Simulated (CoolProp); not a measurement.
R13 at 261.11 K and 0.139 MPa is compressed adiabatically to 0.293 MPa with isentropic efficiency 0.7. Each further row changes one setting.

Model: reference Helmholtz-energy equation of state, Platzer 1990, in CoolProp. This equation is an older, rougher fit.

```
case             work (kJ/kg)  final temperature (K)  final density (kg/m³)
---------------  ------------  ---------------------  ---------------------
as stated                22.7                  299.1                   12.6
efficiency 1             15.9                  288.7                   13.1
efficiency 0.65          24.5                  301.8                   12.5
```
